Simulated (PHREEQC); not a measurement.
NaOH is added in steps, without added water, to 1 kg of water holding 140 mmol/kgw CuSO4, 8.3 mmol/kgw HNO3 and 0.49 mmol/kgw KCl, at 20 °C. Oxygen is held at 0.21 atm. CO2 from the air is kept out. The run lets Cu(OH)2, Brochantite, Antlerite, Atacamite, Cu2(OH)3NO3, Halite, Mirabilite, Chalcanthite precipitate or redissolve, and no other solid.

Base run: PHREEQC, ion-association model, wateq4f.dat. Each further column changes one thing. The table gives pH.

```tsv
NaOH added (mol)	base	HNO3 left out	temperature from 20 to 25 °C	KCl from 0.00049 to 0.000245 mol/kgw	no solid may form
0	2.61	3.77	2.64	2.61	2.61
0.004375	2.94	3.78	2.97	2.94	2.94
0.01312	3.78	3.79	3.79	3.78	5.41
0.0175	3.79	3.80	3.79	3.79	___
0.02187	3.80	3.81	3.80	3.80	5.67
0.03062	3.81	3.83	3.82	3.81	5.82
0.035	3.82	3.84	3.83	3.82	___
0.03938	3.83	3.85	3.84	3.83	5.93
0.04813	3.85	3.87	3.86	3.85	6.03
0.0525	3.86	3.88	3.87	3.86	___
0.05688	3.87	3.89	3.88	3.87	6.11
0.06563	3.89	3.91	3.90	3.89	6.20
0.07	3.90	3.92	3.91	3.90	___
```

What belongs in the gaps?


- 0.0175, no solid may form: 5.57
- 0.035, no solid may form: 5.88
- 0.0525, no solid may form: 6.07
- 0.07, no solid may form: 6.24

 In at least one series the solution becomes supersaturated in solids that the run did not let form, among them Cu(OH)2, Brochantite, Antlerite, Atacamite, Cu2(OH)3NO3. Solids allowed in the column 'HNO3 left out': Cu(OH)2, Brochantite, Antlerite, Atacamite, Halite, Mirabilite, Chalcanthite.
